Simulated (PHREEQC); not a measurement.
Make-up at 25 °C: 0.064 mol/kgw CuCl2, 0.015 mol/kgw HCl and 6.2e-05 mol/kgw H3BO3. Closed to the air; pH follows from the charge balance.

The numbers come from PHREEQC with the ion-association model, wateq4f.dat.

Each row changes one thing in this solution. Precipitation was switched off in this run.

| case | pH | ionic strength (mol/kgw) | Cl- (mol/kgw) |
|---|---|---|---|
| as made | 1.92 | 0.193 | 0.136 |
| HCl left out | 4.34 | [?] | 0.121 |
| temperature from 25 to 15 °C | 1.92 | 0.198 | [?] |
| CuCl2 left out | 1.87 | 0.0150 | 0.0150 |
| HCl replaced by FeCl3 at the same molality | 2.35 | 0.242 | 0.158 |

Complete the blanks.


- HCl left out, ionic strength (mol/kgw): 0.179
- temperature from 25 to 15 °C, Cl- (mol/kgw): 0.138

Species that the database lacks are ignored. Some of these states are supersaturated (in Atacamite, Hematite (slow to form), Goethite (slow to form), for instance).
